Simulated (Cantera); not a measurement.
Ignition delay

Mixture: 14.7 % H2, 17.9 % O2, 67.4 % N2, at 750 Torr, adiabatic and at constant volume. Ignition delay is the time to a rise of 400 K.

Model: GRI-Mech 3.0 (53 species, 325 reactions), integrated in Cantera. Where the delays flatten at high temperature, the 400 K rule measures the pace of heat release, not the induction time.

| T0 (K) | delay (ms) |
|---|---|
| 998 | 0.316 |
| 1048 | 0.151 |
| 1098 | 0.0952 |
| 1148 | 0.0675 |
| 1198 | 0.0513 |
| 1248 | 0.0410 |
| 1298 | 0.0340 |
| 1348 | 0.0293 |
| 1398 | 0.0261 |
| 1448 | 0.0239 |
